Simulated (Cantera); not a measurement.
Input: 1 mol MgSO4, 0.13 mol CO2, held at 1998.15 K and 0.0100 bar.

Method: chemical equilibrium by Gibbs-energy minimisation in Cantera with the NASA 1993 tables (ideal gas, pure condensed phases). Candidate condensed phases: C, Mg, MgCO3, MgO, MgS, MgSO4, S; 26 gas species. The numbers say what is thermodynamically allowed, not how fast it happens.

Base state: SO2 0.610, O2 0.305, CO2 0.0776, O 0.00365, CO 0.00183, SO 0.00161, SO3 0.000190 (mole fractions); condensed: MgO(s).

Task: What changes in the equilibrium state with this change: MgSO4 replaced by Mg(OH)2?

Result: 
| species | before | after |
|---|---|---|
| H2O | 0 | 0.841 |
| CO2 | 0.0776 | 0.101 |
| H2 | 0 | 0.0204 |
| SO2 | 0.610 | 0 |
| O2 | 0.305 | 0.0137 |
| CO | 0.00183 | 0.0113 |
| Mg | 7.62e-6 | 3.60e-5 |
| OH | 0 | 0.00940 |
| H | 0 | 0.00229 |
| SO | 0.00161 | 0 |
| MgO(s), mol | 1.000 | 1.000 |
Further candidate phases: C6H6, C7H8, C8H18, H2O, Mg(OH)2.
